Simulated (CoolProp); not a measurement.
Tetrahydrofuran along the isobar 0.101 MPa: Z from the reference equation and from simpler models built on Tc = 267.0 °C, pc = 5.304 MPa, ω = 0.234; each cubic takes its own stable root.

Computed with CoolProp (reference Helmholtz-energy equation of state, Fiedler 2023).

```
T (°C)   phase  reference
------  ------  ---------
-74.35  liquid   0.004460
-40.85  liquid   0.003958
-7.45   liquid   0.003594
25.95   liquid   0.003324
59.35   liquid   0.003124
92.85      gas     0.9778
126.25     gas     0.9831
159.65     gas     0.9868
193.05     gas     0.9896
226.55     gas     0.9917
```

How far does each simpler model (van der Waals, Redlich-Kwong, Soave-Redlich-Kwong, Peng-Robinson) lie from the reference over these 10 states: mean and median of the absolute difference, and the worst?


- van der Waals: mean 8770.1 %, median 32.6 %, worst +31346.9 % at 59.35 °C and 0.101 MPa
- Redlich-Kwong: mean 3114.3 %, median 5.2 %, worst +31100.4 % at 59.35 °C and 0.101 MPa
- Soave-Redlich-Kwong: mean 4.3 %, median 3.8 %, worst +10.2 % at -74.35 °C and 0.101 MPa
- Peng-Robinson: mean 1.8 %, median 0.9 %, worst -4.9 % at 59.35 °C and 0.101 MPa

At some of these states van der Waals, Redlich-Kwong gives the other phase, because its saturation line lies elsewhere.
